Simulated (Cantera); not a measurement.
Source: NASA polynomial tables (part measured, part estimated), evaluated in Cantera. Values are per mole of reaction as written; species without (g) are pure solids or liquids, kept so even where they would boil at 1 bar.

3 Ti₄O₇ + 2 Ti ⇌ 7 Ti₂O₃, with ΔH° = -432.0 kJ and ΔS° = -115.0 J/K at 300 K.

**Question.** How far is the shortcut ΔG° ≈ ΔH°(300 K) − T·ΔS°(300 K) from the full temperature-dependent value at 773, 873, 973, 1073, 1173, 1273, 1373 K?

**Answer.** 
```csv
T (K),shortcut (kJ),full (kJ),difference (kJ),difference in log10 K,condensed phases
773,-343.1,-361.7,18.6,-1.26,"Ti₄O₇(s), Ti(α), Ti₂O₃(s)"
873,-331.6,-358.6,26.9,-1.61,"Ti₄O₇(s), Ti(α), Ti₂O₃(s)"
973,-320.1,-356.3,36.1,-1.94,"Ti₄O₇(s), Ti(α), Ti₂O₃(s)"
1073,-308.6,-354.8,46.1,-2.25,"Ti₄O₇(s), Ti(α), Ti₂O₃(s)"
1173,-297.2,-353.8,56.6,-2.52,"Ti₄O₇(s), Ti(β), Ti₂O₃(s)"
1273,-285.7,-352.8,67.2,-2.76,"Ti₄O₇(s), Ti(β), Ti₂O₃(s)"
1373,-274.2,-352.5,78.3,-2.98,"Ti₄O₇(s), Ti(β), Ti₂O₃(s)"
```
The shortcut ignores heat capacities and the phase changes listed.
